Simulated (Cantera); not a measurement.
Mixture: CH4 : CO : O2 : N2 : H2O = 0.73 : 0.24 : 0.964 : 3.62 : 0.57 (molar parts), equivalence ratio 1.6, at 1.01 bar, adiabatic and at constant pressure. Ignition delay is the time to a rise of 400 K.

Computed with Cantera and GRI-Mech 3.0 (53 species, 325 reactions).

Predict: delay at 1050 K; delay at 1250 K; delay at 1450 K; delay at 1650 K; delay at 1850 K; apparent activation energy between 1650 and 1850 K.

delay at 1050 K: 1.14 s
delay at 1250 K: 47.2 ms
delay at 1450 K: 3.39 ms
delay at 1650 K: 0.413 ms
delay at 1850 K: 91.0 µs
apparent activation energy between 1650 and 1850 K: 190 kJ/mol
